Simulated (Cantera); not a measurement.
What does this Cantera script print?

```python
import numpy as np
import cantera as ct

gas_names = """
    AL ALCL ALCL2 ALCL3 ALH ALN AL2 AL2CL6 CL CL2 H HCL H2 N NH NH2 NH3 N2 N2H2 N2H4
""".split()
cond_names = """
    AL(cr) AL(L) ALCL3(s) ALCL3(L) ALN(s) NH4CL(a) NH4CL(b)
""".split()


# ... load() reads the species with a 1 bar reference pressure and builds the phases ...
atoms = {
    'AlN': {'AL': 1, 'N': 1},
    'HCl': {'H': 1, 'CL': 1},
}
top_T = {'ALN(s)': 2750}  # K; cautious upper limits of use, not melting points


# ... equilibrate(T, P, feed) seeds the gas with the atoms and calls Mixture.equilibrate('TP', solver="vcs", rtol=1e-11, max_steps=5000) ...
results = []
feed = {'AlN': 1, 'HCl': 0.28}  # mol
T = 700  # K
for P in [1000, 2700, 7200, 19000, 52000, 140000, 370000, 1000000]:
    mix = equilibrate(T, P, feed)
    results.append((T, P, feed, dict(zip(mix.species_names, mix.species_moles))))
    x = sorted(zip(gas.X, gas.species_names), reverse=True)
    print(f"T = {T:g} K  P = {P:g} Pa  gas = {mix.phase_moles(0):.4g} mol")
    print("   x: " + "  ".join(f"{s} {v:.3e}" for v, s in x if v > 1e-06))
    print("   condensed (mol): " + ("  ".join(f"{mix.phase(i).name} {mix.phase_moles(i):.4g}"
          for i in range(1, mix.n_phases) if mix.phase_moles(i) > 1e-12) or "none"))
```

It prints:

```
T = 700 K  P = 1000 Pa  gas = 0.2734 mol
   x: H2 4.272e-01  ALCL3 2.365e-01  HCL 1.697e-01  N2 1.424e-01  AL2CL6 2.419e-02  NH3 9.873e-06
   condensed (mol): ALN(s) 0.9221
T = 700 K  P = 2700 Pa  gas = 0.2674 mol
   x: H2 4.414e-01  ALCL3 2.004e-01  HCL 1.641e-01  N2 1.471e-01  AL2CL6 4.693e-02  NH3 2.845e-05
   condensed (mol): ALN(s) 0.9213
T = 700 K  P = 7200 Pa  gas = 0.2603 mol
   x: H2 4.601e-01  ALCL3 1.557e-01  HCL 1.551e-01  N2 1.534e-01  AL2CL6 7.555e-02  NH3 8.245e-05
   condensed (mol): ALN(s) 0.9201
T = 700 K  P = 19000 Pa  gas = 0.2536 mol
   x: H2 4.801e-01  N2 1.600e-01  HCL 1.432e-01  ALCL3 1.124e-01  AL2CL6 1.039e-01  NH3 2.369e-04
   condensed (mol): ALN(s) 0.9188
T = 700 K  P = 52000 Pa  gas = 0.2479 mol
   x: H2 4.994e-01  N2 1.665e-01  AL2CL6 1.290e-01  HCL 1.288e-01  ALCL3 7.571e-02  NH3 7.014e-04
   condensed (mol): ALN(s) 0.9173
T = 700 K  P = 140000 Pa  gas = 0.2435 mol
   x: H2 5.149e-01  N2 1.716e-01  AL2CL6 1.479e-01  HCL 1.141e-01  ALCL3 4.942e-02  NH3 2.008e-03
   condensed (mol): ALN(s) 0.9159
T = 700 K  P = 370000 Pa  gas = 0.2398 mol
   x: H2 5.256e-01  N2 1.752e-01  AL2CL6 1.620e-01  HCL 9.984e-02  ALCL3 3.182e-02  NH3 5.528e-03
   condensed (mol): ALN(s) 0.9146
T = 700 K  P = 1e+06 Pa  gas = 0.2355 mol
   x: H2 5.288e-01  N2 1.763e-01  AL2CL6 1.738e-01  HCL 8.594e-02  ALCL3 2.004e-02  NH3 1.513e-02
   condensed (mol): ALN(s) 0.9134
```

These are equilibrium values from Cantera (NASA tables, ideal gas, pure condensed phases), not measurements of a reactor.
